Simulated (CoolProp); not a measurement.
Tetradecamethylhexasiloxane (MD4M) at several states: density (kg/m³) from the reference equation and from simpler models built on Tc = 380.0 °C, pc = 0.8286 MPa, ω = 0.800; each cubic takes its own stable root.

Model: reference Helmholtz-energy equation of state, Thol 2019, in CoolProp.

```json
[
 {"T (°C)": "135.25", "p (MPa)": "0.014", "phase": "liquid", "reference": "778.5", "van der Waals": "1.921", "Peng-Robinson": "769.0"},
 {"T (°C)": "-13.65", "p (MPa)": "3.42", "phase": "liquid", "reference": "927.5", "van der Waals": "498.0", "Peng-Robinson": "847.8"},
 {"T (°C)": "164.75", "p (MPa)": "0.224", "phase": "liquid", "reference": "748.8", "van der Waals": "(withheld)", "Peng-Robinson": "747.6"},
 {"T (°C)": "281.15", "p (MPa)": "0.276", "phase": "liquid", "reference": "(withheld)", "van der Waals": "(withheld)", "Peng-Robinson": "(withheld)"}
]
```

Task: Complete the blanks.

Result: 
- 164.75, van der Waals: 411.5
- 281.15, reference: 609.8
- 281.15, van der Waals: 33.23
- 281.15, Peng-Robinson: 611.3

At some of these states van der Waals gives the other phase, because its saturation line lies elsewhere.
